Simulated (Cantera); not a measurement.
**Adiabatic ignition**

An adiabatic, constant-pressure homogeneous reactor starts with CH4 : C2H6 : C3H8 : O2 : N2 = 1 : 0.093 : 0.093 : 7.97 : 34.3 (molar parts), equivalence ratio 0.35, at 1800 K and 4.93 atm.

Computed with Cantera and GRI-Mech 3.0 (53 species, 325 reactions).

| t (s) | T (K) | x CH4 | x C2H6 | x C3H8 | x HCN | x CH2O | x C2H2 |
|---|---|---|---|---|---|---|---|
| 1.00e-5 | 2175 | 3.43e-9 | <1e-12 | <1e-12 | 2.75e-8 | 2.76e-8 | 2.65e-10 |
| 3.40e-5 | 2380 | <1e-12 | <1e-12 | <1e-12 | 1.60e-12 | 4.46e-12 | <1e-12 |
| 0.000116 | 2435 | <1e-12 | <1e-12 | <1e-12 | <1e-12 | <1e-12 | <1e-12 |
| 0.000393 | 2436 | <1e-12 | <1e-12 | <1e-12 | <1e-12 | <1e-12 | <1e-12 |
| 0.00134 | 2433 | <1e-12 | <1e-12 | <1e-12 | <1e-12 | <1e-12 | <1e-12 |
| 0.00454 | 2427 | <1e-12 | <1e-12 | <1e-12 | <1e-12 | <1e-12 | <1e-12 |
| 0.0154 | 2415 | <1e-12 | <1e-12 | <1e-12 | <1e-12 | <1e-12 | <1e-12 |
| 0.0524 | 2409 | <1e-12 | <1e-12 | <1e-12 | <1e-12 | <1e-12 | <1e-12 |
| 0.178 | 2409 | <1e-12 | <1e-12 | <1e-12 | <1e-12 | <1e-12 | <1e-12 |
| 0.606 | 2409 | <1e-12 | <1e-12 | <1e-12 | <1e-12 | <1e-12 | <1e-12 |
| 2.06 | 2409 | <1e-12 | <1e-12 | <1e-12 | <1e-12 | <1e-12 | <1e-12 |
| 7.00 | 2409 | <1e-12 | <1e-12 | <1e-12 | <1e-12 | <1e-12 | <1e-12 |
x: mole fraction; the columns are a selection and need not sum to one.

```
Quantity                                                           Value
---------------------------------  -------------------------------------
time of steepest temperature rise                                7.44 µs
temperature at 7.00 s                                             2409 K
equilibrium temperature                                           2409 K
x(CH4) at 7.00 s                   <1e-12 (gas-phase equilibrium <1e-12)
x(C2H6) at 7.00 s                  <1e-12 (gas-phase equilibrium <1e-12)
x(C3H8) at 7.00 s                  <1e-12 (gas-phase equilibrium <1e-12)
```
